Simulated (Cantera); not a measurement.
A closed system holds: 1 mol SiC, 3.7 mol CO₂, 930 mol N₂, 0.83 mol N₂O, equilibrated at 1250 °C and 1330 Pa.

Equilibrium computed with Cantera from the NASA thermochemical tables; the gas is ideal and each condensed phase is pure. Candidate condensed phases: C, Si, SiC, SiO₂, Si₂N₂O, Si₃N₄; 34 gas species. The tables hold silica as quartz up to 1696 K and as liquid above; real silica turns to tridymite and cristobalite and melts near 1996 K. Kinetics and transport are ignored.

Base state: N₂ 0.995, CO 0.00339, CO₂ 0.00164 (mole fractions); condensed: SiO₂(β-quartz).

Problem. What changes in the equilibrium state with this change: temperature from 1250 °C to 1950 °C?

Solution. 
| species | before | after |
|---|---|---|
| N₂ | 0.995 | 0.993 |
| CO | 0.00339 | 0.00392 |
| CO₂ | 0.00164 | 0.00109 |
| SiO | 1.92e-7 | 0.00106 |
| NO | 9.66e-8 | 0.000555 |
| O | 1.38e-9 | 0.000461 |
| O₂ | <1e-9 | 0.000290 |
| SiO₂(β-quartz), mol | 1.000 | 0 |
